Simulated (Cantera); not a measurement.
A closed system holds: 1 mol FeS₂, 1.9 mol H₂, 0.098 mol H₂O, equilibrated at 58.0 Pa.

These are equilibrium values from Cantera (NASA tables, ideal gas, pure condensed phases), not measurements of a reactor. Candidate condensed phases: Fe, FeO, Fe(OH)₂, Fe(OH)₃, FeS, FeSO₄, FeS₂, Fe₂O₃, Fe₂(SO₄)₃, Fe₃O₄, H₂O, H₂SO₄, S; 22 gas species. FeS: taken at fixed stoichiometry. Gases not in the tables: S₃ to S₇. Rates play no part.

### Question
At 900 °C, list the 5 most abundant gas species with their mole fractions, and the condensed phases.

### Answer
H₂ 0.661, H₂S 0.161, S₂ 0.135, H₂O 0.0424, SH 0.000919. Condensed: FeS(s).
